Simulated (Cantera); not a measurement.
A perfectly stirred reactor is fed with 18.8 % H2, 17.1 % O2, 64.2 % N2, at 430000 Pa; it is adiabatic with a 475 K inlet, and is followed from long to short residence time, starting on the burning branch (τ in s: 0.4, 0.14, 0.051, 0.018, 0.0066, 0.0024, 0.00084, 0.0003, 0.00011, 3.9e-05).

Cantera simulation using the H2/O2 subset of GRI-Mech 3.0, which has no nitrogen chemistry; the numbers are that mechanism's predictions, not measurements. The hydrogen kinetics of GRI-Mech 3.0 are dated; newer H2 mechanisms differ, most at raised pressure.

### Question
Predict: blow-out, bracketed by the residence times tried; x(H2) at τ = 0.400 s; x(O2) at τ = 0.400 s; x(OH) at τ = 0.400 s; x(HO2) at τ = 0.400 s; x(H) at τ = 0.400 s; x(H2) at τ = 2.40 ms; x(O2) at τ = 2.40 ms; x(OH) at τ = 2.40 ms; x(HO2) at τ = 2.40 ms; x(H) at τ = 2.40 ms.

### Answer
| Property | Result |
|---|---|
| blow-out, bracketed by the residence times tried | burning at 39.0 µs, the shortest tried |
| x(H2) at τ = 0.400 s | 4.91e-5 |
| x(O2) at τ = 0.400 s | 0.0844 |
| x(OH) at τ = 0.400 s | 0.000965 |
| x(HO2) at τ = 0.400 s | 1.94e-6 |
| x(H) at τ = 0.400 s | 2.70e-6 |
| x(H2) at τ = 2.40 ms | 0.000562 |
| x(O2) at τ = 2.40 ms | 0.0841 |
| x(OH) at τ = 2.40 ms | 0.00247 |
| x(HO2) at τ = 2.40 ms | 9.30e-6 |
| x(H) at τ = 2.40 ms | 6.27e-5 |
